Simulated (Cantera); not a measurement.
A closed system holds: 1 mol SiH2Cl2, 0.32 mol HCl, 45 mol N2, equilibrated at 1175 K and 3500 Pa.

Method: chemical equilibrium by Gibbs-energy minimisation in Cantera with the NASA 1993 tables (ideal gas, pure condensed phases). Candidate condensed phases: NH4Cl, Si, Si3N4; 28 gas species. N2 is the only nitrogen source here; it is nearly inert below about 1500 K, so the nitride shown seldom forms there in practice. The tables' values for SiCl3 are old estimates; treat these amounts as uncertain. Rates play no part.

Q: What is the equilibrium state?

A: 
| Quantity | Result |
|---|---|
| x(N2) | 0.953 |
| x(HCl) | 0.0375 |
| x(H2) | 0.00613 |
| x(SiCl4) | 0.00298 |
| x(SiCl3) | 9.20e-5 |
| x(SiCl2) | 2.78e-5 |
| x(SiHCl3) | 1.15e-5 |
| n(Si3N4(s)) | 0.285 mol |
| gas amount | 46.61 mol |
| log10 activity of Si(s) (absent) | -4.28 |
